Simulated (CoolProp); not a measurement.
Vapour-liquid equilibrium of toluene (1) + p-xylene (2) at 546.3 K; x and y are mole fractions of (1).

The numbers come from the multi-fluid Helmholtz-energy mixture model, Lemmon 2006 and Zhou 2012; pair parameters Bell 2016 in CoolProp.

| x | bubble pressure, mixture model (kPa) | bubble pressure, Raoult's law (kPa) | y, mixture model | y, Raoult's law |
|---|---|---|---|---|
| 0.05 | 1445 | 1449 | 0.068 | 0.080 |
| 0.15 | 1529 | 1540 | 0.196 | 0.225 |
| 0.25 | 1616 | 1630 | 0.314 | 0.354 |
| 0.35 | 1704 | 1721 | 0.424 | 0.470 |
| 0.45 | 1793 | 1812 | 0.527 | 0.574 |
| 0.55 | 1885 | 1902 | 0.623 | 0.668 |
| 0.65 | 1977 | 1993 | 0.713 | 0.753 |
| 0.75 | 2071 | 2084 | 0.800 | 0.832 |
| 0.85 | 2165 | 2174 | 0.882 | 0.903 |
| 0.95 | 2262 | 2265 | 0.961 | 0.969 |

The largest gap from Raoult's law is -1.0 % in bubble pressure, at x = 0.45. No azeotrope shows between x = 0.05 and 0.95.

Pair parameters are fitted to limited data, so mixtures are less certain than the pure fluids.
